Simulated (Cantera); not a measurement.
# Fluorocarbon and chlorocarbon gases: C2F6 + F2

Charge: 1 mol C2F6, 0.036 mol F2, at 16.0 mbar.

Method: chemical equilibrium by Gibbs-energy minimisation in Cantera with the NASA 1993 tables (ideal gas, pure condensed phases). Candidate condensed phases: C; 13 gas species. The feed counts by its element totals alone. The tables' values for C2F4 are old estimates; treat these amounts as uncertain. Gases not in the tables: C2F6 and larger saturated fluorocarbons. Equilibrium is a limit: real reactors are often held back by kinetics, nucleation or transport.

| T (K) | log p CF4 | log p F | log p CF2 | log p CF | log p CF3 | log p C3 | log p C | n C(graphite) |
|---|---|---|---|---|---|---|---|---|
| 1123 | -1.80 | -9.85 | -8.55 | <-13 | -8.51 | <-13 | <-13 | 0.482 |
| 1273 | -1.80 | -8.12 | -7.01 | -12.95 | -7.26 | <-13 | <-13 | 0.482 |
| 1423 | -1.80 | -6.75 | -5.79 | -10.85 | -6.28 | <-13 | <-13 | 0.482 |
| 1573 | -1.80 | -5.64 | -4.82 | -9.15 | -5.48 | <-13 | <-13 | 0.481 |
| 1723 | -1.80 | -4.73 | -4.01 | -7.76 | -4.83 | <-13 | -13.53 | 0.477 |
| 1873 | -1.81 | -3.96 | -3.35 | -6.59 | -4.30 | -12.01 | -11.79 | 0.462 |
| 2023 | -1.86 | -3.32 | -2.80 | -5.60 | -3.87 | -10.31 | -10.30 | 0.410 |
| 2173 | -2.00 | -2.79 | -2.38 | -4.78 | -3.57 | -8.86 | -9.03 | 0.272 |
| 2323 | -2.37 | -2.39 | -2.14 | -4.13 | -3.50 | -7.59 | -7.92 | 0.0319 |
| 2473 | -3.09 | -2.13 | -2.13 | -3.66 | -3.73 | -6.49 | -6.94 | 0 |
| 2623 | -4.05 | -1.99 | -2.29 | -3.32 | -4.19 | -5.51 | -6.08 | 0.361 |
| 2773 | -5.12 | -1.92 | -2.53 | -3.08 | -4.75 | -4.65 | -5.31 | 0.748 |
log p: log10 of the partial pressure in bar; n: condensed amount in mol.

From 1123 K to 2323 K the condensed part is C(graphite). At 2473 K nothing is condensed. From 2623 K to 2773 K the condensed part is C(graphite). The main C-bearing gas is CF4 at 1123 K and CF2 at 2773 K. The share of C in condensed phases is highest at 2773 K (37.4 %) and lowest at 2473 K (0.0 %).
